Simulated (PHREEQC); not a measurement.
A solution holds 0.049 mol/kgw RbOH and 0.032 mol/kgw FeCl3, at 25 °C. Closed to the air; pH follows from the charge balance.

Model: ion-association model, wateq4f.dat, run in PHREEQC.

The ionic strength comes out as 0.165 mol/kgw. What activity coefficients do Fe3(OH)4+5, Fe(OH)2+, FeOH+2, FeCl+2, Rb+ get?

Fe3(OH)4+5 0.00089, Fe(OH)2+ 0.76, FeOH+2 0.32, FeCl+2 0.32, Rb+ 0.76.

No solid was allowed to form. Examples of supersaturated solids here: Fe(OH)3(a), Hematite (slow to form). Others may be too. Complexes and solids missing from the database can't appear.
